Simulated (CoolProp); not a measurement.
Vapour-liquid equilibrium of R1234yf (1) + R227EA (2) at 67.75 °C; x and y are mole fractions of (1).

Values from CoolProp's multi-fluid Helmholtz-energy mixture model, Lemmon 2022 and Lemmon 2016; pair parameters Bell 2016.

```
x     bubble pressure (kPa)  y at the bubble point  dew pressure at overall composition x (kPa)  liquid density (mol/L)
----  ---------------------  ---------------------  -------------------------------------------  ----------------------
0.05                   1439                  0.061                                         1434                   6.916
0.2                    1518                  0.233                                         1502                   7.050
0.35                   1596                  0.394                                         1574                   7.190
0.5                    1674                  0.546                                         1650                   7.336
0.65                   1754                  0.690                                         1731                   7.488
0.8                    1835                  0.827                                         1819                   7.645
0.95                   1919                  0.958                                         1914                   7.807
```

No azeotrope shows between x = 0.05 and 0.95.

Pair parameters are fitted to limited data, so mixtures are less certain than the pure fluids.
